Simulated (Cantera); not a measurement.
Equilibrium for roasting and sulfation: MgO + H2S + N2

A closed system holds: 1 mol MgO, 0.68 mol H2S, 2.4 mol N2, at 1150 °C.

Equilibrium computed with Cantera from the NASA thermochemical tables; the gas is ideal and each condensed phase is pure. Candidate condensed phases: H2O, H2SO4, Mg, MgO, Mg(OH)2, MgS, MgSO4, S; 43 gas species. Mutual solubility and eutectic melting of coexisting phases are not modelled. Rates play no part.

From 0.0100 bar to 20.0 bar the condensed part is MgO(s) + MgS(s).

```
P (Pa)    x N2    x H2   x H2S    x S2    x H2O  n MgO(s)  n MgS(s)
-------  -----  ------  ------  ------  -------  --------  --------
1000     0.712   0.171  0.0268  0.0850  0.00368     0.988    0.0124
2600     0.717   0.159  0.0386  0.0789  0.00531     0.982    0.0178
6700     0.723   0.144  0.0534  0.0714  0.00734     0.976    0.0244
17000    0.730   0.126  0.0703  0.0629  0.00965     0.968    0.0318
45000    0.737   0.107  0.0892  0.0533   0.0123     0.960    0.0400
120000   0.745  0.0878   0.108  0.0437   0.0148     0.952    0.0479
300000   0.751  0.0711   0.124  0.0353   0.0171     0.945    0.0547
770000   0.757  0.0559   0.139  0.0278   0.0191     0.939    0.0608
2000000  0.762  0.0431   0.152  0.0214   0.0209     0.934    0.0658
```
x: gas mole fraction; n: condensed amount in mol.
